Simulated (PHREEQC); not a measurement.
1 kg of water holding 0.33 mol/kgw KCl, 0.13 mol/kgw MgCl2, 0.013 mol/kgw NaCl and 0.0075 mol/kgw CaCl2 is evaporated at 40 °C; the solids stay in contact with the brine. No CO2 enters from the air. Only these solids could form: Bischofite, Brucite, Carnallite, Halite, Portlandite, Sylvite, MgCl2_4H2O.

The series has 22 steps of water left (kg), from 1 to 0.003124.

The numbers come from PHREEQC with the Pitzer model, pitzer.dat.

Question: Which solids form, in which order, and at which step of the series does each first stand?

Answer: Sylvite from water left = 0.09502 kg; Carnallite from water left = 0.02734 kg; Halite from water left = 0.02734 kg.

Constants without temperature data keep their 25 °C values here.
